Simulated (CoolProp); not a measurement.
Values from CoolProp's reference Helmholtz-energy equation of state, Penoncello 2003.

For CHF3 (R23), give the phase and the cv (kJ/(kg K)), Joule-Thomson coefficient (K/MPa), conductivity (mW/(m K)) at 298.8 K and 6780 kPa.


- 298.8 K and 6780 kPa: liquid; cv 0.817, Joule-Thomson coefficient 1.56, conductivity 66.8

Thermal conductivity comes from a separate model (Shan 2000).
